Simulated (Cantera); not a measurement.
A Cantera script and what it prints.

```python
import numpy as np
import cantera as ct

gas_names = """
    B BCL BCL2 BCL3 BH BH2 BH3 BO BOCL BO2 B2 B2O B2O2 B2O3 B3O3CL3 B3O3H3 CL CLO CL2 H HBO HBO2 HCL
    HOCL HO2 H2 H2O H2O2 H3B3O6 O OH O2 O3
""".split()
cond_names = """
    B(b) B(L) B2O3(L) B3O3H3(cr) H2O(s) H2O(L)
""".split()


# ... load() reads the species with a 1 bar reference pressure and builds the phases ...
atoms = {
    'BCl3': {'B': 1, 'CL': 3},
    'O2': {'O': 2},
    'H2': {'H': 2},
}
top_T = {}  # K; cautious upper limits of use, not melting points


# ... equilibrate(T, P, feed) seeds the gas with the atoms and calls Mixture.equilibrate('TP', solver="gibbs", rtol=1e-10, max_steps=50000) ...
results = []
T = 1225  # K
P = 1000  # Pa
for m in [5.8, 7, 8.5, 10, 12, 15, 18, 22, 26, 32, 38]:
    feed = {'BCl3': 1, 'O2': 0.37, 'H2': m}  # mol
    mix = equilibrate(T, P, feed)
    results.append((T, P, feed, dict(zip(mix.species_names, mix.species_moles))))

top = {s: max(r[3][s] / sum(r[3][g] for g in gas_names) for r in results) for s in gas_names}
cols = sorted((s for s in top if top[s] > 0.001), key=lambda s: -top[s])[:7]
seen = [c for c in cond_names if any(r[3].get(c, 0) > 1e-12 for r in results)]
print("log10 of partial pressures in bar; condensed amounts in mol")
print(f"{'n(H2)':>10s}" + "".join(f"{s[:9]:>10s}" for s in cols + seen))
for T, P, feed, n in results:
    ng = sum(n[g] for g in gas_names)
    print(f"{feed['H2']:10.4g}" + "".join(f"{np.log10(max(n[s] / ng * P / 1e5, 1e-99)):10.3f}" for s in cols)
          + "".join(f"{n.get(c, 0):10.4g}" for c in seen))
```

Result:

```
log10 of partial pressures in bar; condensed amounts in mol
     n(H2)        H2       HCL      BCL3   B3O3CL3      B(b)   B2O3(L)
       5.8    -2.149    -2.657    -3.277    -3.822   0.02068    0.1344
         7    -2.130    -2.687    -3.394    -3.939   0.06921    0.1442
       8.5    -2.114    -2.722    -3.524    -4.069    0.1205    0.1545
        10    -2.101    -2.754    -3.641    -4.186    0.1634    0.1628
        12    -2.088    -2.795    -3.782    -4.327    0.2106    0.1717
        15    -2.074    -2.850    -3.969    -4.514     0.265    0.1814
        18    -2.064    -2.900    -4.133    -4.679    0.3051     0.188
        22    -2.054    -2.960    -4.328    -4.873    0.3431    0.1933
        26    -2.047    -3.014    -4.500    -5.045    0.3691    0.1959
        32    -2.039    -3.085    -4.726    -5.271    0.3939    0.1967
        38    -2.034    -3.147    -4.921    -5.467     0.408    0.1951
```

Cantera equilibrium calculation (NASA polynomials, part measured and part estimated; ideal gas, pure solids and liquids). Mutual solubility and eutectic melting of coexisting phases are not modelled. The tables' values for BOCl, BCl2 are old estimates; treat these amounts as uncertain. Gases not in the tables: BHCl2.
